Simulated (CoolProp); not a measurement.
A Linde-Hampson liquefier for oxygen: isothermal reversible compression at 300 K from 1 atm to 5 MPa, throttling to 1 atm, return gas leaving the recuperator 10 K below the feed. Each further row changes one setting.

Model: reference Helmholtz-energy equation of state, Schmidt 1985, in CoolProp.

```json
[
 {"case": "as stated", "liquid yield per pass": "(withheld)", "compression work (kJ/kg of gas)": "302"},
 {"case": "high pressure 10 MPa", "liquid yield per pass": "(withheld)", "compression work (kJ/kg of gas)": "354"},
 {"case": "warm-end temperature 330 K", "liquid yield per pass": "(withheld)", "compression work (kJ/kg of gas)": "(withheld)"},
 {"case": "warm-end gap 15 K", "liquid yield per pass": "(withheld)", "compression work (kJ/kg of gas)": "302"}
]
```

### Question
What belongs in the gaps?

### Answer

- as stated, liquid yield per pass: 0.007
- high pressure 10 MPa, liquid yield per pass: 0.036
- warm-end temperature 330 K, liquid yield per pass: 0.001
- warm-end temperature 330 K, compression work (kJ/kg of gas): 333
- warm-end gap 15 K, liquid yield per pass: no liquid

Above 300 K oxygen's equation is extrapolated.
